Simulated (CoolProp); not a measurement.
Saturation properties of tetrahydrofuran (Tc = 540.2 K, pc = 5.304 MPa, ω = 0.234).

Values from CoolProp's reference Helmholtz-energy equation of state, Fiedler 2023.

```tsv
T (K)	p (MPa)	liquid density (kg/m³)	vapour density (kg/m³)	liquid cp (kJ/(kg K))
286.3	0.01253	894.9	0.3818	1.682
294	0.01798	886.5	0.5342	1.709
301.6	0.02512	878.1	0.7293	1.737
309.3	0.03456	869.6	0.9813	1.765
316.9	0.04653	861.1	1.293	1.795
324.6	0.06183	852.4	1.685	1.825
332.3	0.08092	843.6	2.163	1.856
339.9	0.1041	834.8	2.734	1.888
347.6	0.1325	825.8	3.424	1.920
355.2	0.1663	816.8	4.232	1.953
362.9	0.2069	807.5	5.193	1.987
370.5	0.2541	798.2	6.299	2.021
378.2	0.3100	788.6	7.597	2.056
385.9	0.3748	778.9	9.094	2.092
393.5	0.4483	769.0	10.79	2.129
```

It boils at 339.1 K under 1 atm.
